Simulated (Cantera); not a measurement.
Input: 1 mol Cu, 0.15 mol CO, 19 mol H2, held at 1225 K and 0.330 bar.

Cantera equilibrium calculation (NASA polynomials, part measured and part estimated; ideal gas, pure solids and liquids). Candidate condensed phases: C, C6H6, C7H8, C8H18, Cu, CuO, Cu(OH)2, Cu2O, H2O; 113 gas species. Rates play no part.

### Question
What is the equilibrium state?

### Answer
```
Property                                    Value
--------------------------------------  ---------
x(H2)                                       0.992
x(CO)                                     0.00739
x(CH4)                                   0.000451
x(H2O)                                   0.000449
x(CO2)                                    2.28e-6
n(Cu(s))                                1.000 mol
gas amount                              19.13 mol
log10 activity of C(graphite) (absent)      -0.98
log10 activity of Cu(OH)2(s) (absent)      -16.32
```
